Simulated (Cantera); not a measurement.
Input (Python, Cantera) and output of one run.

```python
import numpy as np
import cantera as ct

gas_names = """
    H HO2 H2 H2O H2O2 H2S H2SO4 O OH O2 O3 S SH SO SO2 SO3 S2 S2O S8
""".split()
cond_names = """
    H2O(s) H2O(L) H2SO4(L) S(cr1) S(cr2) S(L)
""".split()


# ... load() reads the species with a 1 bar reference pressure and builds the phases ...
atoms = {
    'H2O': {'H': 2, 'O': 1},
    'SO2': {'S': 1, 'O': 2},
    'H2': {'H': 2},
}
top_T = {}  # K; cautious upper limits of use, not melting points


# ... equilibrate(T, P, feed) seeds the gas with the atoms and calls Mixture.equilibrate('TP', solver="vcs", rtol=1e-11, max_steps=5000) ...
results = []
feed = {'H2O': 1, 'SO2': 0.28, 'H2': 2.2}  # mol
P = 100000  # Pa
for T in [1348, 1498, 1648, 1798, 1948, 2098, 2248, 2398, 2548]:
    mix = equilibrate(T, P, feed)
    results.append((T, P, feed, dict(zip(mix.species_names, mix.species_moles))))

top = {s: max(r[3][s] / sum(r[3][g] for g in gas_names) for r in results) for s in gas_names}
cols = sorted((s for s in top if top[s] > 0.001), key=lambda s: -top[s])[:8]
seen = [c for c in cond_names if any(r[3].get(c, 0) > 1e-12 for r in results)]
print("log10 of partial pressures in bar; condensed amounts in mol")
print(f"{'T/K':>10s}" + "".join(f"{s[:9]:>10s}" for s in cols + seen))
for T, P, feed, n in results:
    ng = sum(n[g] for g in gas_names)
    print(f"{T:10.4g}" + "".join(f"{np.log10(max(n[s] / ng * P / 1e5, 1e-99)):10.3f}" for s in cols)
          + "".join(f"{n.get(c, 0):10.4g}" for c in seen))
```

It prints:

```
log10 of partial pressures in bar; condensed amounts in mol
       T/K        H2       H2O       H2S         H        SO        S2       SO2        SH
      1348    -0.371    -0.312    -1.065    -5.821    -5.701    -3.221    -4.707    -3.878
      1498    -0.367    -0.314    -1.090    -4.948    -4.644    -2.576    -3.857    -3.265
      1648    -0.358    -0.317    -1.154    -4.229    -3.835    -2.146    -3.224    -2.811
      1798    -0.346    -0.323    -1.259    -3.626    -3.225    -1.901    -2.766    -2.486
      1948    -0.333    -0.332    -1.390    -3.113    -2.758    -1.783    -2.434    -2.255
      2098    -0.321    -0.343    -1.535    -2.672    -2.397    -1.749    -2.192    -2.091
      2248    -0.311    -0.358    -1.689    -2.289    -2.117    -1.778    -2.020    -1.978
      2398    -0.303    -0.375    -1.854    -1.954    -1.903    -1.859    -1.903    -1.908
      2548    -0.301    -0.395    -2.032    -1.660    -1.745    -1.990    -1.830    -1.878
```

These are equilibrium values from Cantera (NASA tables, ideal gas, pure condensed phases), not measurements of a reactor.
